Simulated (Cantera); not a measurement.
Input: 1 mol SiCl4, 0.35 mol HCl, 100 mol H2, 0.032 mol Cl2, equilibrated at 7.50 Torr.

Cantera equilibrium calculation (NASA polynomials, part measured and part estimated; ideal gas, pure solids and liquids). Candidate condensed phases: Si; 19 gas species. Equilibrium is a limit: real reactors are often held back by kinetics, nucleation or transport.

Over these rows the condensed part is Si(s). Partial pressures as log10 of bar:

```csv
T (K),1000/T (1/K),log p SiCl4,log p H2,log p HCl
950,1.0526,-4.23,-2.01,-3.92
1000,1.0000,-4.34,-2.01,-3.76
1050,0.9524,-4.51,-2.01,-3.63
1100,0.9091,-4.78,-2.01,-3.54
1150,0.8696,?,-2.02,-3.48
1200,0.8333,-5.58,-2.02,-3.46
```

### Question
Fit log p(SiCl4) = a + b·(1000/T) to the five rows, give the apparent enthalpy, and predict the row at 1150 K.

### Answer
Means: 1000/T = 0.9495, log p = -4.688. Sxy = 0.172677, Sxx = 0.0283229, so b = 6.10 and a = -4.688 − (6.10)×0.9495 = -10.48.
Apparent enthalpy: −19.145 × (6.10) = -117 kJ/mol. With the condensed phases at unit activity, Si(s) + 4 HCl(g) = SiCl4(g) + 2 H2(g) links this pressure to the main gases: over the six rows their terms move log p by +1.86 in all, so the slope isn't that reaction's ΔH° alone. The five rows lie within 0.18 of the line; that is curvature, so one enthalpy describes this range poorly.
Prediction at 1150 K: -10.48 + (6.10)×0.8696 = -5.18. The computed value is -5.15, 0.03 from the line.
